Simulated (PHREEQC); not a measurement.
Solution (25 °C): 5.7 mol LiBr, 0.3 mol MgSO4 and 1.1 mol MgCl2 per kg of water. Closed to the air; pH follows from the charge balance.

Model: Pitzer model, pitzer.dat, run in PHREEQC.

```tsv
quantity	before	after
MgOH+ (mol/kgw)	1.00e-5	1.52e-5
HSO4- (mol/kgw)	9.70e-6	1.50e-5
SI of Kieserite (MgSO4:H2O)	-0.45	-0.01
SI of Hexahydrite (MgSO4:6H2O)	-0.67	-0.34
```

Q: Which change was made?
(A) MgSO4 from 0.3 to 1.5 mol/kgw
(B) LiBr left out
(C) diluted 2-fold with water
(D) MgCl2 left out
(E) MgSO4 from 0.3 to 0.6 mol/kgw

A: E, MgSO4 from 0.3 to 0.6 mol/kgw

No solid was allowed to form.
